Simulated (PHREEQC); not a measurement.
NaOH is added in steps, without added water, to 1 kg of water holding 1.7 mol KCl, 0.061 mol H3BO3 and 1.1 mol KBr, at 20 °C. The system is closed to CO2. Solids allowed: Halite, Sylvite, Borax, Boric_acid,s, KB5O8:4H2O, K2B4O7:4H2O, NaBO2:4H2O, NaB5O8:5H2O, Teepleite. Others were left out.

Base run: PHREEQC, Pitzer model, pitzer.dat. Each further column changes one thing. The table gives pH.

```json
[
 {"NaOH added (mol)": "0", "base": "5.06", "KCl left out": "5.16", "diluted 2-fold with water": "___", "diluted 10-fold with water": "5.70", "no solid may form": "5.06"},
 {"NaOH added (mol)": "0.00775", "base": "8.20", "KCl left out": "8.24", "diluted 2-fold with water": "8.57", "diluted 10-fold with water": "11.26", "no solid may form": "8.20"},
 {"NaOH added (mol)": "0.0155", "base": "8.59", "KCl left out": "8.64", "diluted 2-fold with water": "9.07", "diluted 10-fold with water": "___", "no solid may form": "8.59"},
 {"NaOH added (mol)": "0.01937", "base": "8.74", "KCl left out": "8.78", "diluted 2-fold with water": "9.29", "diluted 10-fold with water": "___", "no solid may form": "8.74"},
 {"NaOH added (mol)": "0.02712", "base": "9.00", "KCl left out": "9.04", "diluted 2-fold with water": "9.95", "diluted 10-fold with water": "12.35", "no solid may form": "9.00"},
 {"NaOH added (mol)": "0.03488", "base": "9.24", "KCl left out": "9.29", "diluted 2-fold with water": "11.66", "diluted 10-fold with water": "12.48", "no solid may form": "9.24"},
 {"NaOH added (mol)": "0.04263", "base": "9.50", "KCl left out": "9.54", "diluted 2-fold with water": "___", "diluted 10-fold with water": "12.59", "no solid may form": "9.50"},
 {"NaOH added (mol)": "0.0465", "base": "9.64", "KCl left out": "9.68", "diluted 2-fold with water": "12.22", "diluted 10-fold with water": "___", "no solid may form": "9.64"},
 {"NaOH added (mol)": "0.05425", "base": "10.03", "KCl left out": "10.06", "diluted 2-fold with water": "___", "diluted 10-fold with water": "___", "no solid may form": "10.03"},
 {"NaOH added (mol)": "0.062", "base": "11.22", "KCl left out": "11.19", "diluted 2-fold with water": "12.52", "diluted 10-fold with water": "12.77", "no solid may form": "11.22"}
]
```

### Question
Some entries are withheld; supply them.

### Answer

- 0, diluted 2-fold with water: 5.29
- 0.0155, diluted 10-fold with water: 12.00
- 0.01937, diluted 10-fold with water: 12.15
- 0.04263, diluted 2-fold with water: 12.10
- 0.0465, diluted 10-fold with water: 12.63
- 0.05425, diluted 2-fold with water: 12.39
- 0.05425, diluted 10-fold with water: 12.71

In brines, pH and single-ion activities rest on the MacInnes convention.  Solids allowed in the column 'KCl left out': Borax, Boric_acid,s, KB5O8:4H2O, K2B4O7:4H2O, NaBO2:4H2O, NaB5O8:5H2O.
